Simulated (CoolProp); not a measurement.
Carbonyl sulfide along the isobar 154 bar: Z from the reference equation and from simpler models built on Tc = 105.6 °C, pc = 63.69 bar, ω = 0.098; each cubic takes its own stable root.

Computed with CoolProp (reference Helmholtz-energy equation of state, Lemmon 2006). It is a short technical equation, of lower accuracy than the large ones.

| T (°C) | phase | reference |
|---|---|---|
| 36.85 | liquid | 0.3554 |
| 75.55 | liquid | 0.3520 |
| 114.35 | supercritical | 0.3705 |
| 153.05 | supercritical | 0.4379 |
| 191.85 | supercritical | 0.5761 |
| 230.55 | supercritical | 0.6981 |
| 269.35 | supercritical | 0.7819 |
| 308.05 | supercritical | 0.8403 |
| 346.85 | supercritical | 0.8827 |

**Question.** How far does each simpler model (van der Waals, Redlich-Kwong, Soave-Redlich-Kwong) lie from the reference over these 9 states: mean and median of the absolute difference, and the worst?

**Answer.** 
- van der Waals: mean 18.9 %, median 7.3 %, worst +46.4 % at 36.85 °C and 154 bar
- Redlich-Kwong: mean 4.7 %, median 3.0 %, worst +10.6 % at 114.35 °C and 154 bar
- Soave-Redlich-Kwong: mean 7.2 %, median 6.0 %, worst +13.0 % at 153.05 °C and 154 bar
